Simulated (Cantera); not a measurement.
An isothermal, constant-pressure homogeneous reactor starts with C2H6 : N2 = 1 : 60 (molar parts), at 1975 K and 0.0178 atm.

Cantera simulation using GRI-Mech 3.0 (53 species, 325 reactions); the numbers are that mechanism's predictions, not measurements. GRI-Mech 3.0 stops at C3 and has no aromatics, soot or wall deposition, so with more carbon than oxygen in the feed, carbon stays in small species such as C2H2 where larger ones or solid carbon would form. Radical loss at walls, strong at low pressure, is not modelled.

x: mole fraction; the columns are a selection and need not sum to one.

| t (s) | x C2H6 | x C2H | x C2H4 | x C2H2 | x CH2 |
|---|---|---|---|---|---|
| 0.00100 | 1.48e-6 | ? | 0.00130 | 0.0124 | 6.64e-5 |
| 0.00242 | 2.80e-7 | ? | 0.000230 | 0.0144 | 2.83e-5 |
| 0.00588 | 7.69e-8 | ? | 4.75e-5 | 0.0151 | 1.29e-5 |
| 0.0143 | 2.31e-8 | ? | 1.35e-5 | 0.0154 | 6.28e-6 |
| 0.0346 | 6.70e-9 | 5.55e-6 | 3.95e-6 | 0.0155 | 3.23e-6 |
| 0.0838 | 1.57e-9 | 5.69e-6 | 9.87e-7 | 0.0156 | 1.66e-6 |
| 0.203 | 2.16e-10 | ? | 2.04e-7 | 0.0157 | 7.18e-7 |
| 0.492 | 8.87e-12 | ? | 8.19e-8 | 0.0157 | 1.81e-7 |
| 1.19 | <1e-12 | ? | 7.32e-8 | 0.0157 | 1.68e-8 |
| 2.89 | <1e-12 | ? | 6.94e-8 | 0.0157 | 5.79e-9 |
| 7.02 | <1e-12 | 1.55e-5 | 6.74e-8 | 0.0157 | 3.35e-9 |
| 17.0 | <1e-12 | 1.57e-5 | 6.72e-8 | 0.0157 | 3.25e-9 |
| 41.2 | <1e-12 | 1.57e-5 | 6.72e-8 | 0.0157 | 3.27e-9 |
| 100 | <1e-12 | 1.57e-5 | 6.71e-8 | 0.0157 | 3.32e-9 |

Problem. Complete the blanks.

Solution. 
- 0.00100, x C2H: 1.57e-5
- 0.00242, x C2H: 1.04e-5
- 0.00588, x C2H: 7.54e-6
- 0.0143, x C2H: 6.11e-6
- 0.203, x C2H: 6.40e-6
- 0.492, x C2H: 7.66e-6
- 1.19, x C2H: 9.90e-6
- 2.89, x C2H: 1.33e-5
